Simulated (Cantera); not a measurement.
Input (Python, Cantera):

```python
import numpy as np
import cantera as ct

gas = ct.Solution("gri30.yaml")
gas.TPX = 475, 13332, {'CH4': 1, 'C2H6': 0.29, 'O2': 3.01, 'N2': 11.3, 'H2O': 4.4}
flame = ct.FreeFlame(gas, width=0.16)
flame.set_refine_criteria(ratio=3, slope=0.08, curve=0.16)
flame.transport_model = "mixture-averaged"
flame.solve(loglevel=0, auto=True)
z, T = flame.grid, flame.T
thick = (T[-1] - T[0]) / np.gradient(T, z).max()
show = ['CH4', 'C2H6', 'O2', 'NO', 'HO2', 'HCO']
print(f"laminar burning velocity  {flame.velocity[0] * 100:.3f} cm/s")
print(f"burnt temperature         {T[-1]:.1f} K")
print(f"thermal thickness         {thick * 1e3:.4f} mm")
print(f"grid points               {len(z)}")
z0 = z[flame.heat_release_rate.argmax()]
print(f"{'z/mm':>9s}{'T/K':>9s}{'u/(m/s)':>9s}" + "".join(f"{s:>11s}" for s in show))
rows = []
for k in (-3, -2, -1.5, -1, -0.5, -0.25, 0, 0.25, 0.5, 1, 2, 4, 8):
    zz = z0 + k * thick
    rows.append([k * thick, np.interp(zz, z, T), np.interp(zz, z, flame.velocity),
                 *(np.interp(zz, z, flame.X[gas.species_index(s)]) for s in show)])
    print(f"{rows[-1][0] * 1e3:9.3f}{rows[-1][1]:9.1f}{rows[-1][2]:9.3f}" + "".join(f"{x:11.3e}" for x in rows[-1][3:]))
```

It prints:

```
laminar burning velocity  63.493 cm/s
burnt temperature         1966.4 K
thermal thickness         3.4767 mm
grid points               159
     z/mm      T/K  u/(m/s)        CH4       C2H6         O2         NO        HO2        HCO
  -10.430    475.1    0.636  4.995e-02  1.449e-02  1.504e-01  3.133e-11  5.100e-08  5.103e-20
   -6.953    476.2    0.638  4.980e-02  1.446e-02  1.500e-01  4.020e-10  6.381e-07  7.881e-17
   -5.215    480.7    0.646  4.949e-02  1.442e-02  1.494e-01  2.145e-09  3.263e-06  1.231e-14
   -3.477    519.7    0.702  4.782e-02  1.417e-02  1.462e-01  2.301e-08  2.740e-05  3.480e-11
   -1.738    819.9    1.125  3.681e-02  1.102e-02  1.231e-01  3.716e-07  7.682e-05  1.494e-07
   -0.869   1159.9    1.610  2.273e-02  5.341e-03  9.148e-02  9.484e-07  8.128e-05  5.089e-06
    0.000   1483.9    2.077  6.224e-03  3.380e-04  5.178e-02  1.996e-06  5.419e-05  2.905e-05
    0.869   1608.3    2.248  4.487e-04  7.452e-07  2.865e-02  3.342e-06  6.803e-06  7.696e-06
    1.738   1640.3    2.282  1.486e-05  3.614e-10  2.115e-02  4.145e-06  2.572e-06  3.496e-07
    3.477   1673.9    2.317  2.339e-08  2.199e-15  1.742e-02  4.811e-06  1.988e-06  1.050e-08
    6.953   1716.0    2.366  1.866e-12  8.751e-21  1.528e-02  5.383e-06  1.624e-06  6.258e-09
   13.907   1767.8    2.430  3.463e-17  6.182e-28  1.309e-02  6.119e-06  1.243e-06  3.845e-09
   27.814   1823.1    2.496  1.415e-17  2.118e-29  1.061e-02  7.169e-06  8.663e-07  1.998e-09
```

Computed with Cantera and GRI-Mech 3.0 (53 species, 325 reactions). Burning velocities carry a grid error of a few per cent, more on coarse grids.
